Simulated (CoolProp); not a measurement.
Dodecamethylcyclohexasiloxane (D6) along the isotherm 620 K: density (kg/m³) from the reference equation and from simpler models built on Tc = 645.8 K, pc = 961.4 kPa, ω = 0.736; each cubic takes its own stable root.

Model: reference Helmholtz-energy equation of state, Colonna 2008, in CoolProp. It is a short technical equation, of lower accuracy than the large ones.

```csv
p (kPa),phase,reference,ideal gas,van der Waals,Redlich-Kwong
40.1,gas,3.533,3.461,3.510,3.518
80.1,gas,7.207,6.913,7.112,7.146
120,gas,11.04,10.36,10.82,___
160,gas,15.06,13.81,14.65,14.80
200,gas,19.28,17.26,18.61,18.85
240,gas,___,20.71,22.72,23.08
280,gas,28.41,24.17,26.99,27.51
320,gas,33.39,27.62,31.44,32.15
361,gas,38.82,31.16,36.21,37.16
401,gas,44.51,34.61,41.09,42.34
441,gas,50.64,38.06,46.24,47.85
481,gas,57.32,___,51.69,53.74
```

Some entries are withheld; supply them.


- 120, Redlich-Kwong: 10.90
- 240, reference: 23.72
- 481, ideal gas: 41.51
